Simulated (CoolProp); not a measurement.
n-octane along the isobar 70.4 bar: Z from the reference equation and from simpler models built on Tc = 568.7 K, pc = 24.84 bar, ω = 0.398; each cubic takes its own stable root.

The numbers come from the reference Helmholtz-energy equation of state, Beckmüller 2019 in CoolProp.

```json
[
 {"T (K)": "406.3", "phase": "liquid", "reference": "0.3855"},
 {"T (K)": "429.2", "phase": "liquid", "reference": "0.3773"},
 {"T (K)": "452.1", "phase": "liquid", "reference": "0.3712"},
 {"T (K)": "474.9", "phase": "liquid", "reference": "0.3675"},
 {"T (K)": "497.8", "phase": "liquid", "reference": "0.3662"},
 {"T (K)": "520.7", "phase": "liquid", "reference": "0.3678"},
 {"T (K)": "543.5", "phase": "liquid", "reference": "0.3729"},
 {"T (K)": "566.4", "phase": "liquid", "reference": "0.3825"},
 {"T (K)": "589.3", "phase": "supercritical", "reference": "0.3983"}
]
```

Problem. How far does each simpler model (van der Waals, Soave-Redlich-Kwong, Peng-Robinson) lie from the reference over these 9 states: mean and median of the absolute difference, and the worst?

Solution. 
- van der Waals: mean 57.7 %, median 59.6 %, worst +68.1 % at 406.3 K and 70.4 bar
- Soave-Redlich-Kwong: mean 15.6 %, median 14.9 %, worst +19.0 % at 589.3 K and 70.4 bar
- Peng-Robinson: mean 3.1 %, median 2.2 %, worst +7.6 % at 589.3 K and 70.4 bar
